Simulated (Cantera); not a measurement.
Feed: 1 mol SiH4, 0.51 mol N2, held at 0.133 bar.

Cantera equilibrium calculation (NASA polynomials, part measured and part estimated; ideal gas, pure solids and liquids). Candidate condensed phases: Si, Si3N4; 18 gas species. N2 is the only nitrogen source here; it is nearly inert below about 1500 K, so the nitride shown seldom forms there in practice. Mutual solubility and eutectic melting of coexisting phases are not modelled. Gases not in the tables: Si2H6 and higher silanes. Equilibrium is a limit: real reactors are often held back by kinetics, nucleation or transport.

Problem. Which condensed phases are stable at each of these points (T (K)): 1300, 1375, 1450, 1525, 1600, 1675, 1750, 1825, 1900, 1975, 2050?

Solution. 
```
T (K)  condensed phases  Si condensed (%)
-----  ----------------  ----------------
1300   Si(s) + Si3N4(s)             100.0
1375   Si(s) + Si3N4(s)             100.0
1450   Si(s) + Si3N4(s)             100.0
1525   Si(s) + Si3N4(s)             100.0
1600   Si(s) + Si3N4(s)             100.0
1675   Si(s) + Si3N4(s)             100.0
1750   Si(l) + Si3N4(s)             100.0
1825   Si(l) + Si3N4(s)             100.0
1900              Si(l)             100.0
1975              Si(l)              99.9
2050              Si(l)              99.8
```

From 1300 K to 1675 K the condensed part is Si(s) + Si3N4(s). From 1750 K to 1825 K the condensed part is Si(l) + Si3N4(s). From 1900 K to 2050 K the condensed part is Si(l).
